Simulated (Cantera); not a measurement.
Charge: 1 mol S, 0.086 mol H2O, 0.59 mol O2, held at 2498 K and 10.0 mbar.

Cantera equilibrium calculation (NASA polynomials, part measured and part estimated; ideal gas, pure solids and liquids). Candidate condensed phases: H2O, H2SO4, S; 19 gas species. Rates play no part.

Base state: SO2 0.380, SO 0.368, S 0.0896, S2 0.0426, H 0.0407, H2 0.0267, H2O 0.0258, O 0.00817 (mole fractions); condensed: gas only.

Problem. What changes in the equilibrium state with this change: S replaced by NF3?

Solution. 
```json
[
 {"species": "F", "before": "0", "after": "0.667"},
 {"species": "O2", "before": "0.00324", "after": "0.121"},
 {"species": "N2", "before": "0", "after": "0.115"},
 {"species": "SO2", "before": "0.380", "after": "0"},
 {"species": "SO", "before": "0.368", "after": "0"},
 {"species": "S", "before": "0.0896", "after": "0"},
 {"species": "S2", "before": "0.0426", "after": "0"},
 {"species": "HF", "before": "0", "after": "0.0406"},
 {"species": "H2", "before": "0.0267", "after": "<1e-9"},
 {"species": "H2O", "before": "0.0258", "after": "5.86e-9"},
 {"species": "H", "before": "0.0407", "after": "7.85e-6"},
 {"species": "O", "before": "0.00817", "after": "0.0499"},
 {"species": "NO", "before": "0", "after": "0.00663"},
 {"species": "SH", "before": "0.00583", "after": "0"}
]
```
